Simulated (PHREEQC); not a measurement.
Solution (77 °C): 0.57 mol/kgw H2SO4, 0.0038 mol/kgw K2SO4 and 8.9e-05 mol/kgw H3BO3. Closed to the air; pH follows from the charge balance.

All values are PHREEQC results (Pitzer model, pitzer.dat), not measurements.

The pH is 0.30 and the ionic strength comes out as 0.656 mol/kgw. The activity of water comes out as 0.979 and the specific conductance is 388000 µS/cm. The density is 1.006 g/cm³ and the osmotic coefficient is 0.973. The total alkalinity comes out as -1140 meq/kg.

```tsv
species	molality	activity	log γ
H+	0.607	0.503	-0.081
HSO4-	0.533	0.388	-0.138
SO4-2	0.0412	0.00170	-1.384
K+	0.00760	0.00451	-0.226
B(OH)3	8.90e-5	8.89e-5	0.000
```

Precipitation was switched off in this run. Constants without temperature data keep their 25 °C values here.
